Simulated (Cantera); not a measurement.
**Iron carbonyl, mercury and lead vapours: PbO + CO + N₂**

Feed: 1 mol PbO, 10 mol CO, 14 mol N₂, equilibrated at 1525 K.

Equilibrium computed with Cantera from the NASA thermochemical tables; the gas is ideal and each condensed phase is pure. Candidate condensed phases: C, Pb, PbO, PbO₂, Pb₃O₄; 27 gas species. Equilibrium is a limit: real reactors are often held back by kinetics, nucleation or transport.

```tsv
P (Pa)	x N₂	x CO	x CO₂	x Pb	x Pb₂	x PbO	x NO	n Pb(l)
10	0.560	0.360	0.0400	0.0400	2.52e-9	5.38e-6	2.00e-7	0
36	0.560	0.360	0.0400	0.0400	9.06e-9	5.38e-6	1.05e-7	0
130	0.560	0.360	0.0400	0.0400	3.27e-8	5.38e-6	5.54e-8	0
460	0.560	0.360	0.0400	0.0400	1.16e-7	5.38e-6	2.94e-8	0
1700	0.560	0.360	0.0400	0.0400	4.28e-7	5.38e-6	1.53e-8	0
6000	0.560	0.360	0.0400	0.0400	1.51e-6	5.38e-6	8.15e-9	0
22000	0.560	0.360	0.0400	0.0400	5.54e-6	5.38e-6	4.26e-9	0
77000	0.560	0.360	0.0400	0.0400	1.94e-5	5.38e-6	2.27e-9	0
280000	0.577	0.371	0.0412	0.0111	5.45e-6	1.50e-6	1.21e-9	0.730
1000000	0.582	0.374	0.0415	0.00311	1.53e-6	4.19e-7	6.43e-10	0.925
```
x: gas mole fraction; n: condensed amount in mol.

From 10.0 Pa to 77000 Pa nothing is condensed. From 280000 Pa to 1000000 Pa the condensed part is Pb(l). The main Pb-bearing gas is Pb throughout.
